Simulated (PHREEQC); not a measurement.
A solution holds 0.0021 mol HF, 0.00013 mol NH4HF2, 0.0023 mol (NH4)2SiF6 and 0.0072 mol HCl per kg of water, at 20 °C. Closed to the air; pH follows from the charge balance.

Computed with PHREEQC (ion-association model, phreeqc.dat).

Each row changes one thing in this solution. This is a speciation only: nothing precipitates in the calculation.

```csv
case,pH,ionic strength (mol/kgw),HF (mol/kgw),F- (mol/kgw),H4SiO4 (mol/kgw),HF2- (mol/kgw),SI of Chalcedony (SiO2)
as made,2.19,0.0140,0.00305,0.000393,0.000182,4.42e-6,-0.13
diluted 5-fold with water,2.82,0.00275,0.00128,0.000657,0.000245,3.09e-6,-0.00
diluted 100-fold with water,3.81,0.000206,2.81e-5,0.000133,2.30e-5,1.38e-8,-1.03
temperature from 20 to 25 °C,2.20,0.0138,0.00340,0.000407,0.000244,5.32e-6,-0.06
NH4HF2 replaced by NaBF4 at the same molality,2.19,0.0140,0.00306,0.000391,0.000182,4.41e-6,-0.13
NH4HF2 replaced by (NH4)2HPO4 at the same molality,2.20,0.0139,0.00296,0.000387,0.000209,4.22e-6,-0.07
0.0096 mol/kgw NaBF4 added,2.21,0.0237,0.00552,0.000759,4.66e-6,1.54e-5,-1.72
(NH4)2SiF6 from 0.0023 to 0.00345 mol/kgw,2.20,0.0174,0.00317,0.000418,0.000207,4.88e-6,-0.07
```

Some of these states are supersaturated (in Quartz (slow to form), for instance). SiF6-2 is the database's only silicon fluoride. Real BF4- forms and hydrolyses slowly; the run takes it at equilibrium.
